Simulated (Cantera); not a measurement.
What does this Cantera script print?

```python
import numpy as np
import cantera as ct

gas_names = [...]  # 151 gases of nasa_gas.yaml made of C, H, N, O, Si
cond_names = """
    C(gr) C6H6(L) C7H8(L) C8H18(L),n-octa H2O(s) H2O(L) Si(cr) Si(L) SiC(b) SiO2(Lqz) SiO2(hqz) SiO2(L)
    Si2N2O(s) Si3N4(a)
""".split()


# ... load() reads the species with a 1 bar reference pressure and builds the phases ...
atoms = {
    'HMDSO': {'Si': 2, 'C': 6, 'H': 18, 'O': 1},
    'NO': {'N': 1, 'O': 1},
}
top_T = {'C(gr)': 4500, 'SiC(b)': 3050, 'Si2N2O(s)': 2100, 'Si3N4(a)': 2400}  # K; cautious upper limits of use, not melting points


# ... equilibrate(T, P, feed) seeds the gas with the atoms and calls Mixture.equilibrate('TP', solver="vcs", rtol=1e-11, max_steps=5000) ...
results = []
T = 1573.15  # K
P = 43  # Pa
for m in [1, 1.5, 2, 2.5, 2.9, 3.4, 3.9, 4.4, 4.8]:
    feed = {'HMDSO': 1, 'NO': m}  # mol
    mix = equilibrate(T, P, feed)
    results.append((T, P, feed, dict(zip(mix.species_names, mix.species_moles))))
    x = sorted(zip(gas.X, gas.species_names), reverse=True)
    print(f"T = {T:g} K  P = {P:g} Pa  n(NO) = {m:g} mol  gas = {mix.phase_moles(0):.4g} mol")
    print("   x: " + "  ".join(f"{s} {v:.3e}" for v, s in x if v > 1e-05))
    print("   condensed (mol): " + ("  ".join(f"{mix.phase(i).name} {mix.phase_moles(i):.4g}"
          for i in range(1, mix.n_phases) if mix.phase_moles(i) > 1e-12) or "none"))
```

It prints:

```
T = 1573.15 K  P = 43 Pa  n(NO) = 1 mol  gas = 11.51 mol
   x: H2 7.809e-01  CO 1.733e-01  N2 4.328e-02  H 1.736e-03  SiO 4.547e-04  HCN 3.178e-04  C2H2,acetylene 1.615e-05
   condensed (mol): C(gr) 2.006  SiC(b) 1.995
T = 1573.15 K  P = 43 Pa  n(NO) = 1.5 mol  gas = 12.26 mol
   x: H2 7.330e-01  CO 2.034e-01  N2 6.099e-02  H 1.681e-03  SiO 5.336e-04  HCN 3.655e-04  C2H2,acetylene 1.516e-05
   condensed (mol): C(gr) 1.508  SiC(b) 1.993
T = 1573.15 K  P = 43 Pa  n(NO) = 2 mol  gas = 13.01 mol
   x: H2 6.907e-01  CO 2.300e-01  N2 7.666e-02  H 1.632e-03  SiO 6.034e-04  HCN 3.977e-04  C2H2,acetylene 1.429e-05
   condensed (mol): C(gr) 1.01  SiC(b) 1.992
T = 1573.15 K  P = 43 Pa  n(NO) = 2.5 mol  gas = 13.76 mol
   x: H2 6.530e-01  CO 2.537e-01  N2 9.062e-02  H 1.587e-03  SiO 6.656e-04  HCN 4.205e-04  C2H2,acetylene 1.351e-05
   condensed (mol): C(gr) 0.5121  SiC(b) 1.991
T = 1573.15 K  P = 43 Pa  n(NO) = 2.9 mol  gas = 14.36 mol
   x: H2 6.257e-01  CO 2.709e-01  N2 1.007e-01  H 1.553e-03  SiO 7.107e-04  HCN 4.340e-04  C2H2,acetylene 1.294e-05
   condensed (mol): C(gr) 0.1137  SiC(b) 1.99
T = 1573.15 K  P = 43 Pa  n(NO) = 3.4 mol  gas = 15.11 mol
   x: H2 5.948e-01  CO 2.779e-01  N2 1.124e-01  SiO 1.329e-02  H 1.515e-03  HCN 1.047e-04
   condensed (mol): SiC(b) 1.799
T = 1573.15 K  P = 43 Pa  n(NO) = 3.9 mol  gas = 15.86 mol
   x: H2 5.666e-01  CO 2.805e-01  N2 1.229e-01  SiO 2.840e-02  H 1.478e-03  HCN 7.343e-05
   condensed (mol): SiC(b) 1.549
T = 1573.15 K  P = 43 Pa  n(NO) = 4.4 mol  gas = 16.61 mol
   x: H2 5.410e-01  CO 2.829e-01  N2 1.324e-01  SiO 4.216e-02  H 1.445e-03  HCN 6.138e-05
   condensed (mol): SiC(b) 1.299
T = 1573.15 K  P = 43 Pa  n(NO) = 4.8 mol  gas = 17.21 mol
   x: H2 5.221e-01  CO 2.847e-01  N2 1.394e-01  SiO 5.231e-02  H 1.419e-03  HCN 5.572e-05  Si 1.027e-05
   condensed (mol): SiC(b) 1.099
```

These are equilibrium values from Cantera (NASA tables, ideal gas, pure condensed phases), not measurements of a reactor. The feed counts by its element totals alone.
